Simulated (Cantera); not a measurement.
Feed: 1 mol FeS, 3 mol SO3, 0.094 mol O2, at 1675 K and 2400 Pa.

Method: chemical equilibrium by Gibbs-energy minimisation in Cantera with the NASA 1993 tables (ideal gas, pure condensed phases). Candidate condensed phases: Fe, FeO, FeS, FeSO4, FeS2, Fe2O3, Fe2(SO4)3, Fe3O4, S; 12 gas species. Mutual solubility and eutectic melting of coexisting phases are not modelled. The tables' stoichiometric FeO is somewhat more stable than real wüstite, so its field is too wide. FeO: taken at fixed stoichiometry. The numbers say what is thermodynamically allowed, not how fast it happens.

Base state: SO2 0.996, SO 0.00380, O2 5.54e-5, SO3 1.93e-5, S2 1.60e-5 (mole fractions); condensed: FeO(l) + Fe3O4(s).

Task: What changes in the equilibrium state with this change: pressure from 2400 Pa to 830000 Pa?

Result: 
```tsv
species	before	after
SO2	0.996	0.989
S2	1.60e-5	0.00545
SO	0.00380	0.00378
S2O	4.80e-6	0.00164
O2	5.54e-5	1.60e-7
SO3	1.93e-5	1.92e-5
FeO(l), mol	0.391	0.0730
Fe3O4(s), mol	0.203	0.309
```

Task: What changes in the equilibrium state with this change: O2 from 0.094 to 0.94 mol?

Result: 
```tsv
species	before	after
SO2	0.996	0.837
O2	5.54e-5	0.162
SO3	1.93e-5	0.000878
SO	0.00380	5.92e-5
S2	1.60e-5	<1e-9
O	1.64e-6	8.86e-5
FeO(l), mol	0.391	0
Fe3O4(s), mol	0.203	0.333
```

Task: What changes in the equilibrium state with this change: SO3 from 3 to 4.8 mol?

Result: 
```json
[
 {"species": "SO2", "before": "0.996", "after": "0.875"},
 {"species": "O2", "before": "5.54e-5", "after": "0.124"},
 {"species": "SO3", "before": "1.93e-5", "after": "0.000805"},
 {"species": "SO", "before": "0.00380", "after": "7.04e-5"},
 {"species": "S2", "before": "1.60e-5", "after": "<1e-9"},
 {"species": "O", "before": "1.64e-6", "after": "7.78e-5"},
 {"species": "FeO(l), mol", "before": "0.391", "after": "0"},
 {"species": "Fe3O4(s), mol", "before": "0.203", "after": "0.333"}
]
```
